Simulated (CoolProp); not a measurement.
A Linde-Hampson liquefier for methane: isothermal reversible compression at 200 K from 1 atm to 40 MPa, throttling to 1 atm, return gas leaving the recuperator 2 K below the feed. Each further row changes one setting.

Computed with CoolProp (reference Helmholtz-energy equation of state, Setzmann 1991).

```csv
case,liquid yield per pass,compression work (kJ/kg of gas)
as stated,0.494,487
high pressure 80 MPa,0.418,593
warm-end temperature 230 K,0.404,609
warm-end gap 7 K,0.486,487
```
